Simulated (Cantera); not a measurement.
Feed: 1 mol SiHCl₃, 1.2 mol C₂H₄, 4.4 mol H₂, at 975 K.

These are equilibrium values from Cantera (NASA tables, ideal gas, pure condensed phases), not measurements of a reactor. Candidate condensed phases: C, C₆H₆, C₇H₈, C₈H₁₈, Si, SiC; 109 gas species. The tables' values for SiCl₃ are old estimates; treat these amounts as uncertain. The numbers say what is thermodynamically allowed, not how fast it happens.

x: gas mole fraction; n: condensed amount in mol.

```csv
P (Pa),x H₂,x HCl,x SiCl₄,x CH₄,n C(graphite),n SiC(s)
100,0.726,0.248,0.0249,6.63e-5,1.62,0.781
320,0.756,0.207,0.0358,0.000230,1.71,0.688
1000,0.783,0.169,0.0460,0.000770,1.79,0.601
3200,0.806,?,?,?,1.85,?
10000,0.820,0.105,0.0631,0.00846,1.87,0.459
32000,0.818,?,?,?,1.78,?
100000,0.778,0.0610,0.0793,0.0760,1.47,0.354
```

Some entries are withheld; supply them.


- 32000, x HCl: 0.0807
- 32000, x SiCl₄: 0.0705
- 32000, x CH₄: 0.0269
- 32000, n SiC(s): 0.403
- 3200, x HCl: 0.134
- 3200, x SiCl₄: 0.0553
- 3200, x CH₄: 0.00261
- 3200, n SiC(s): 0.524
